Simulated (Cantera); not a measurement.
Mixture: CH4 : C2H6 : O2 : N2 = 1 : 0.17 : 2.36 : 8.87 (molar parts), equivalence ratio 1.1, at 4.93 atm, adiabatic and at constant volume. Ignition delay is the time to a rise of 400 K.

Cantera simulation using GRI-Mech 3.0 (53 species, 325 reactions); the numbers are that mechanism's predictions, not measurements.

Task: What does this change do: 0.19 parts H2 added?

Result: 
```
quantity                                                before       after
--------------------------------------------------  ----------  ----------
delay at 1175 K                                        1.59 ms     1.06 ms
delay at 1225 K                                       0.811 ms    0.534 ms
delay at 1275 K                                       0.450 ms    0.297 ms
delay at 1325 K                                       0.266 ms    0.179 ms
delay at 1375 K                                       0.165 ms    0.114 ms
delay at 1425 K                                       0.106 ms     75.9 µs
apparent activation energy between 1325 and 1425 K  140 kJ/mol  130 kJ/mol
```

Task: What does this change do: pressure from 4.93 atm to 0.701 atm?

Result: 
| quantity | before | after |
|---|---|---|
| delay at 1175 K | 1.59 ms | 5.47 ms |
| delay at 1225 K | 0.811 ms | 2.88 ms |
| delay at 1275 K | 0.450 ms | 1.65 ms |
| delay at 1325 K | 0.266 ms | 0.998 ms |
| delay at 1375 K | 0.165 ms | 0.627 ms |
| delay at 1425 K | 0.106 ms | 0.404 ms |
| apparent activation energy between 1325 and 1425 K | 140 kJ/mol | 140 kJ/mol |

Task: What does this change do: constant pressure in place of constant volume?

Result: 
| quantity | before | after |
|---|---|---|
| delay at 1175 K | 1.59 ms | 1.68 ms |
| delay at 1225 K | 0.811 ms | 0.867 ms |
| delay at 1275 K | 0.450 ms | 0.484 ms |
| delay at 1325 K | 0.266 ms | 0.289 ms |
| delay at 1375 K | 0.165 ms | 0.181 ms |
| delay at 1425 K | 0.106 ms | 0.117 ms |
| apparent activation energy between 1325 and 1425 K | 140 kJ/mol | 140 kJ/mol |
